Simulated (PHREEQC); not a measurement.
Model water analysis in mg/L, 20 °C, pH 1.99, pe 8.8:

| constituent | mg/L |
|---|---|
| Na | 28.6 |
| K | 370 |
| Ca | 277 |
| Mg | 114 |
| Cl | 159 |
| S(6) as SO4 | 2380 |
| Al | 0.596 |
| Mn(2) | 1.2 |
| Cd | 61.7 |
| Zn | 0.905 |
| O(0) (dissolved oxygen) | 8.32 |
| N(5) as NO3 | 0.211 |

Valence states are taken as typed.

Model: ion-association model, phreeqc.dat, run in PHREEQC.

Precipitation was switched off in this run.

Predict the ionic strength, specific conductance.

ionic strength 0.0602 mol/kgw; specific conductance 6360 µS/cm.

In which forms is Ca present?

Ca+2 67 %, CaSO4 31 %, CaHSO4+ 2.4 % of the Ca.
